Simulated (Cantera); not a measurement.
A Cantera script and what it prints.

```python
import numpy as np
import cantera as ct

gas_names = """
    Ca CaCL CaCL2 CaO CaOH CaO2H2 Ca2 CL CLO CL2 H HCL HNO HNO2 HNO3 HOCL HO2 H2 H2O H2O2 N NH NH2 NH3
    NH2OH NO NO2 NO3 N2 N2H2 N2H4 N2O O OH O2 O3
""".split()
cond_names = """
    Ca(a) Ca(b) Ca(L) CaCL2(s) CaCL2(L) CaO(s) CaO(L) CaO2H2(s) H2O(s) H2O(L) NH4CL(a) NH4CL(b)
""".split()


# ... load() reads the species with a 1 bar reference pressure and builds the phases ...
atoms = {
    'CaCl2': {'Ca': 1, 'CL': 2},
    'H2': {'H': 2},
    'N2': {'N': 2},
    'O2': {'O': 2},
}
top_T = {}  # K; cautious upper limits of use, not melting points


# ... equilibrate(T, P, feed) seeds the gas with the atoms and calls Mixture.equilibrate('TP', solver="vcs", rtol=1e-11, max_steps=5000) ...
results = []
feed = {'CaCl2': 1, 'H2': 0.42, 'N2': 0.49, 'O2': 0.079}  # mol
T = 1323  # K
P = 100000  # Pa
mix = equilibrate(T, P, feed)
results.append((T, P, feed, dict(zip(mix.species_names, mix.species_moles))))
x = sorted(zip(gas.X, gas.species_names), reverse=True)
print(f"T = {T:g} K  P = {P:g} Pa  gas = {mix.phase_moles(0):.4g} mol")
print("   x: " + "  ".join(f"{s} {v:.3e}" for v, s in x if v > 1e-06))
print("   condensed (mol): " + ("  ".join(f"{mix.phase(i).name} {mix.phase_moles(i):.4g}"
      for i in range(1, mix.n_phases) if mix.phase_moles(i) > 1e-12) or "none"))
```

It prints:

```
T = 1323 K  P = 100000 Pa  gas = 0.9164 mol
   x: N2 5.347e-01  H2 2.859e-01  H2O 1.656e-01  HCL 1.373e-02  CaCL2 8.938e-05  NH3 1.267e-05
   condensed (mol): CaCL2(L) 0.9936  CaO(s) 0.006291
```

Method: chemical equilibrium by Gibbs-energy minimisation in Cantera with the NASA 1993 tables (ideal gas, pure condensed phases). Mutual solubility and eutectic melting of coexisting phases are not modelled. Condensed phases not in the tables: oxide chlorides.
